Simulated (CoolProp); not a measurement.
Methanol along the isotherm 346.85 °C: density (kg/m³) from the reference equation and from simpler models built on Tc = 240.2 °C, pc = 8.216 MPa, ω = 0.565; each cubic takes its own stable root.

Model: reference Helmholtz-energy equation of state, de Reuck 1993, in CoolProp.

```json
[
 {"p (MPa)": "3.73", "phase": "gas", "reference": "25.18", "van der Waals": "25.47", "Redlich-Kwong": "25.52", "Soave-Redlich-Kwong": "24.88"},
 {"p (MPa)": "7.47", "phase": "gas", "reference": "55.26", "van der Waals": "57.62", "Redlich-Kwong": "57.28", "Soave-Redlich-Kwong": "53.70"},
 {"p (MPa)": "11.2", "phase": "supercritical", "reference": "91.31", "van der Waals": "101.9", "Redlich-Kwong": "98.12", "Soave-Redlich-Kwong": "86.71"},
 {"p (MPa)": "14.9", "phase": "supercritical", "reference": "133.6", "van der Waals": "162.2", "Redlich-Kwong": "149.1", "Soave-Redlich-Kwong": "123.0"},
 {"p (MPa)": "18.7", "phase": "supercritical", "reference": "186.9", "van der Waals": "210.6", "Redlich-Kwong": "202.4", "Soave-Redlich-Kwong": "161.0"},
 {"p (MPa)": "22.4", "phase": "supercritical", "reference": "246.7", "van der Waals": "238.3", "Redlich-Kwong": "243.3", "Soave-Redlich-Kwong": "195.5"},
 {"p (MPa)": "26.1", "phase": "supercritical", "reference": "301.1", "van der Waals": "257.0", "Redlich-Kwong": "273.9", "Soave-Redlich-Kwong": "225.5"},
 {"p (MPa)": "29.9", "phase": "supercritical", "reference": "345.3", "van der Waals": "271.3", "Redlich-Kwong": "298.2", "Soave-Redlich-Kwong": "251.5"},
 {"p (MPa)": "33.6", "phase": "supercritical", "reference": "379.5", "van der Waals": "282.5", "Redlich-Kwong": "317.3", "Soave-Redlich-Kwong": "273.1"},
 {"p (MPa)": "37.3", "phase": "supercritical", "reference": "407.3", "van der Waals": "291.8", "Redlich-Kwong": "333.5", "Soave-Redlich-Kwong": "291.6"},
 {"p (MPa)": "41.1", "phase": "supercritical", "reference": "431.0", "van der Waals": "300.0", "Redlich-Kwong": "347.7", "Soave-Redlich-Kwong": "308.2"}
]
```
